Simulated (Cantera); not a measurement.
**Low-pressure radical oxidation in H2/O2**

An isothermal, constant-pressure homogeneous reactor starts with H₂ : O₂ = 0.071 : 1 (molar parts), equivalence ratio 0.035, at 1425 K and 0.0267 bar.

Computed with Cantera and the H2/O2 subset of GRI-Mech 3.0, which has no nitrogen chemistry. Radical loss at walls, strong at low pressure, is not modelled. The temperature is held fixed by assumption; the heat of reaction is taken as removed at once.

```tsv
t (s)	x H₂	x O₂	x HO₂	x O	x H₂O	x H₂O₂	x H
1.00e-6	0.0663	0.934	4.07e-9	2.03e-10	3.79e-12	<1e-12	3.87e-9
8.60e-6	0.0663	0.934	3.50e-8	1.16e-8	1.92e-9	8.61e-12	2.53e-8
7.40e-5	0.0663	0.934	3.01e-7	6.72e-7	7.35e-7	6.05e-10	3.64e-7
0.000637	0.00230	0.881	4.75e-6	0.0434	0.0545	1.53e-7	0.00998
0.00548	0.00111	0.892	4.22e-6	0.0347	0.0593	1.20e-7	0.00597
0.0471	0.000216	0.924	2.06e-6	0.00628	0.0662	6.84e-8	0.000468
0.405	6.48e-6	0.931	1.77e-7	0.000185	0.0683	1.03e-8	2.39e-6
3.49	3.85e-7	0.931	1.03e-7	1.10e-5	0.0685	1.63e-9	3.48e-8
30.0	2.88e-7	0.931	1.13e-7	8.25e-6	0.0685	1.42e-9	2.26e-8
```
x: mole fraction; the columns are a selection and need not sum to one.

Equilibrium at this temperature and pressure: H₂ 2.88e-7, O₂ 0.931, HO₂ 1.13e-7, O 8.25e-6, H₂O 0.0685, H₂O₂ 1.42e-9, H 2.26e-8 (gas phase only).
